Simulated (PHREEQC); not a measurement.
1 kg of water holding 0.13 mol/kgw MgCl2, 0.29 mol/kgw NaCl, 0.31 mol/kgw KCl and 0.03 mol/kgw CaCl2 is evaporated at 50 °C; the solids stay in contact with the brine. CO2 from the air is kept out. The run lets Bischofite, Brucite, Carnallite, Halite, Portlandite, Sylvite, MgCl2_4H2O precipitate or redissolve, and no other solid.

Computed with PHREEQC (Pitzer model, pitzer.dat).

| water left (kg) | ionic strength | water activity | Halite (mol) | Sylvite (mol) | Carnallite (mol) |
|---|---|---|---|---|---|
| 1 | 1.08 | 0.973 | 0 | 0 | 0 |
| 0.8219 | 1.31 | 0.966 | 0 | 0 | 0 |
| 0.6755 | 1.60 | 0.959 | 0 | 0 | 0 |
| 0.5552 | 1.95 | 0.949 | 0 | 0 | 0 |
| 0.4563 | 2.37 | 0.937 | 0 | 0 | 0 |
| 0.375 | 2.88 | 0.922 | 0 | 0 | 0 |
| 0.3082 | 3.50 | 0.902 | 0 | 0 | 0 |
| 0.2533 | 4.26 | 0.877 | 0 | 0 | 0 |
| 0.2082 | 5.19 | 0.845 | 0 | 0 | 0 |
| 0.1711 | 6.31 | 0.804 | 0 | 0 | 0 |
| 0.1407 | 7.68 | 0.753 | 0 | 0 | 0 |
| 0.1156 | 9.26 | 0.693 | 0 | 0.00950 | 0 |
| 0.09502 | 9.94 | 0.668 | 0.0410 | 0.0949 | 0 |
| 0.07809 | 10.4 | 0.655 | 0.118 | 0.148 | 0 |
| 0.06418 | 11.1 | 0.636 | 0.178 | 0.191 | 0 |
| 0.05275 | 11.9 | 0.607 | 0.223 | 0.228 | 0 |
| 0.04335 | 13.1 | 0.561 | 0.255 | 0.257 | 0 |
| 0.03564 | 14.8 | 0.492 | 0.274 | 0.278 | 0 |
| 0.0248 | 15.5 | 0.468 | 0.281 | 0.247 | 0.0416 |
| 0.01494 | 16.4 | 0.448 | 0.285 | 0.212 | 0.0844 |

Sylvite from water left = 0.1156 kg; Halite from water left = 0.09502 kg; Carnallite from water left = 0.0248 kg.

Constants without temperature data keep their 25 °C values here.
